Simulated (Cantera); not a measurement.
Charge: 1 mol CHF3, equilibrated at 10000 Pa.

These are equilibrium values from Cantera (NASA tables, ideal gas, pure condensed phases), not measurements of a reactor. Candidate condensed phases: C, C6H6, C7H8, C8H18; 95 gas species. Gases not in the tables: C2F6 and larger saturated fluorocarbons. Rates play no part.

Task: What share of the C ends up in condensed phases as a function of T (°C), at 2502, 2552, 2602, 2652, 2702, 2752, 2802, 2852?

Result: 
| T (°C) | C condensed (%) | as |
|---|---|---|
| 2502 | 38.7 | C(graphite) |
| 2552 | 42.0 | C(graphite) |
| 2602 | 45.1 | C(graphite) |
| 2652 | 47.7 | C(graphite) |
| 2702 | 49.7 | C(graphite) |
| 2752 | 50.5 | C(graphite) |
| 2802 | 49.7 | C(graphite) |
| 2852 | 46.5 | C(graphite) |
